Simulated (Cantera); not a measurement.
A perfectly stirred reactor is fed with C3H8 : O2 : N2 = 1 : 4.17 : 15.7 (molar parts), at 1.01 bar; it is adiabatic with a 448 K inlet, and is followed from long to short residence time, starting on the burning branch (τ in s: 0.021, 0.0098, 0.0046, 0.0021, 0.00098, 0.00046, 0.00021, 9.9e-05, 4.6e-05).

Computed with Cantera and GRI-Mech 3.0 (53 species, 325 reactions). GRI-Mech 3.0 was tuned for natural gas; its chemistry of propane as a main component is partial and can be far from experiment.

**Question.** What does this change do: 1.6 parts CO2 added?

**Answer.** 
```csv
quantity,before,after
"blow-out, bracketed by the residence times tried","burning at 99.0 µs, out at 46.0 µs","burning at 99.0 µs, out at 46.0 µs"
x(C3H8) at τ = 21.0 ms,6.03e-7,9.69e-7
x(O2) at τ = 21.0 ms,0.00140,0.00187
x(NO) at τ = 21.0 ms,0.000581,0.000325
x(CO2) at τ = 21.0 ms,0.0754,0.129
x(CO) at τ = 21.0 ms,0.0560,0.0589
x(C3H8) at τ = 0.980 ms,7.65e-6,1.17e-5
x(O2) at τ = 0.980 ms,0.00567,0.00747
x(NO) at τ = 0.980 ms,0.000319,0.000159
x(CO2) at τ = 0.980 ms,0.0697,0.120
x(CO) at τ = 0.980 ms,0.0603,0.0659
```
